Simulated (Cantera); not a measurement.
# Equilibrium for calcination and drying: MgSO₄ + H₂

Charge: 1 mol MgSO₄, a varied amount of H₂, at 1625 °C and 3830 Torr.

Method: chemical equilibrium by Gibbs-energy minimisation in Cantera with the NASA 1993 tables (ideal gas, pure condensed phases). Candidate condensed phases: H₂O, H₂SO₄, Mg, MgO, Mg(OH)₂, MgS, MgSO₄, S; 26 gas species. Kinetics and transport are ignored.

From 0.23 mol H₂ to 1.4 mol H₂ the condensed part is MgO(s). The main Mg-bearing gas is Mg(OH)₂ throughout.

| n(H₂) (mol) | log p SO₂ | log p H₂O | log p O₂ | log p H₂ | log p S₂ | log p SO | n MgO(s) |
|---|---|---|---|---|---|---|---|
| 0.23 | 0.50 | -0.14 | 0.08 | -4.07 | <-11 | -3.79 | 1.000 |
| 0.27 | 0.49 | -0.08 | 0.05 | -3.99 | <-11 | -3.79 | 1.000 |
| 0.31 | 0.49 | -0.02 | 0.02 | -3.92 | <-11 | -3.78 | 1.000 |
| 0.37 | 0.48 | 0.05 | -0.03 | -3.83 | -11.27 | -3.76 | 1.000 |
| 0.43 | 0.47 | 0.11 | -0.08 | -3.75 | -11.18 | -3.74 | 1.000 |
| 0.51 | 0.46 | 0.17 | -0.15 | -3.65 | -11.05 | -3.71 | 1.000 |
| 0.6 | 0.45 | 0.23 | -0.25 | -3.54 | -10.87 | -3.67 | 1.000 |
| 0.71 | 0.44 | 0.29 | -0.41 | -3.40 | -10.59 | -3.61 | 1.000 |
| 0.84 | 0.42 | 0.35 | -0.68 | -3.20 | -10.07 | -3.49 | 1.000 |
| 0.99 | 0.41 | 0.40 | -1.89 | -2.55 | -7.69 | -2.90 | 1.000 |
| 1.2 | 0.34 | 0.43 | -5.15 | -0.89 | -1.31 | -1.34 | 1.000 |
| 1.4 | 0.27 | 0.45 | -5.40 | -0.74 | -0.95 | -1.29 | 1.000 |
log p: log10 of the partial pressure in bar; n: condensed amount in mol.
